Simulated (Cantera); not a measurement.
Charge: 1 mol Ta, 5.8 mol CO₂, 7.4 mol O₂, held at 0.100 bar.

Equilibrium computed with Cantera from the NASA thermochemical tables; the gas is ideal and each condensed phase is pure. Candidate condensed phases: C, Ta, TaC, Ta₂O₅; 15 gas species. Rates play no part. All values below are at 1023 K.

Base state: O₂ 0.515, CO₂ 0.485 (mole fractions); condensed: Ta₂O₅(s).

Task: What changes in the equilibrium state with this change: O₂ from 7.4 to 0.17 mol?

Result: 
| species | before | after |
|---|---|---|
| CO₂ | 0.485 | 0.628 |
| CO | <1e-9 | 0.372 |
| O₂ | 0.515 | <1e-9 |
| Ta₂O₅(s), mol | 0.500 | 0.500 |
